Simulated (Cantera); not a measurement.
A Cantera script and its output.

```python
import numpy as np
import cantera as ct

gas = ct.Solution("gri30.yaml")
gas.TPX = 900, 500000, {'CH2O': 0.0067, 'O2': 0.053, 'N2': 1}
reactor = ct.IdealGasConstPressureReactor(gas, energy="off", clone=False)
net = ct.ReactorNet([reactor])
net.rtol, net.atol = 1e-08, 1e-18
show = ['CH2O', 'O2', 'NO', 'HCN', 'H', 'HCO', 'C2H6']
times = np.geomspace(2e-06, 8, 15)

steps = ct.SolutionArray(gas, extra=["t"])
rows = []
print(f"{'t/s':>10s}{'T/K':>9s}{'P/Pa':>11s}" + "".join(f"{s:>11s}" for s in show))
for t in times:
    while net.time < t:
        t_next = net.step()
        steps.append(gas.state, t=t_next)
    rows.append([np.interp(t, steps.t, y) for y in (steps.T, steps.P, *steps(*show).X.T)])
    print(f"{t:10.3e}{rows[-1][0]:9.1f}{rows[-1][1]:11.4g}" + "".join(f"{x:11.3e}" for x in rows[-1][2:]))
rate = np.gradient(steps.T, steps.t)
print("integrator steps:", len(steps.t))
if steps.T.max() > steps.T[0] + 200:
    print(f"time of steepest temperature rise: {steps.t[rate.argmax()]:.4e} s")
gas.TPX = 900, 500000, {'CH2O': 0.0067, 'O2': 0.053, 'N2': 1}
gas.equilibrate("TP")
print(f"equilibrium (TP): T = {gas.T:.1f} K  " + "  ".join(f"{s} {gas[s].X[0]:.3e}" for s in show))
```

It prints:

```
       t/s      T/K       P/Pa       CH2O         O2         NO        HCN          H        HCO       C2H6
 2.000e-06    900.0      5e+05  6.323e-03  5.001e-02  4.147e-27  4.069e-29  3.274e-12  1.137e-11  6.177e-41
 5.924e-06    900.0      5e+05  6.323e-03  5.001e-02  2.071e-26  1.368e-28  3.339e-12  1.158e-11  5.781e-39
 1.755e-05    900.0      5e+05  6.323e-03  5.001e-02  8.554e-26  4.320e-28  3.518e-12  1.219e-11  2.843e-37
 5.197e-05    900.0      5e+05  6.323e-03  5.001e-02  3.455e-25  1.398e-27  4.048e-12  1.401e-11  1.475e-35
 1.539e-04    900.0      5e+05  6.322e-03  5.001e-02  1.639e-24  5.051e-27  5.626e-12  1.942e-11  1.126e-33
 4.559e-04    900.0      5e+05  6.322e-03  5.001e-02  1.228e-23  2.297e-26  1.036e-11  3.565e-11  1.508e-31
 1.350e-03    900.0      5e+05  6.320e-03  5.001e-02  1.595e-22  1.391e-25  2.477e-11  8.518e-11  2.229e-29
 4.000e-03    900.0      5e+05  6.304e-03  5.000e-02  2.408e-21  1.060e-24  6.963e-11  2.399e-10  2.693e-27
 1.185e-02    900.0      5e+05  6.160e-03  4.987e-02  1.903e-20  9.392e-24  2.271e-10  7.780e-10  2.351e-25
 3.509e-02    900.0      5e+05  4.675e-03  4.874e-02  2.085e-19  9.641e-23  9.785e-10  2.704e-09  1.643e-23
 1.039e-01    900.0      5e+05  2.791e-07  4.613e-02  5.218e-15  6.974e-22  1.304e-08  2.842e-12  4.100e-23
 3.079e-01    900.0      5e+05  1.023e-12  4.580e-02  9.030e-15  1.564e-21  1.050e-09  6.222e-14  9.548e-25
 9.119e-01    900.0      5e+05  2.485e-13  4.563e-02  8.899e-15  1.723e-21  1.595e-10  9.208e-15  3.819e-25
 2.701e+00    900.0      5e+05  9.285e-14  4.550e-02  1.198e-14  1.819e-21  5.897e-11  3.322e-15  3.666e-25
 8.000e+00    900.0      5e+05  5.209e-14  4.526e-02  2.517e-14  2.067e-21  4.211e-11  2.123e-15  1.132e-25
integrator steps: 1798
equilibrium (TP): T = 900.0 K  CH2O 2.434e-33  O2 4.369e-02  NO 4.629e-06  HCN 4.867e-37  H 1.098e-17  HCO 8.387e-32  C2H6 3.188e-92
```

Detailed kinetics in Cantera: GRI-Mech 3.0 (53 species, 325 reactions). Below about 1000 K GRI-Mech 3.0 lacks low-temperature oxidation paths.
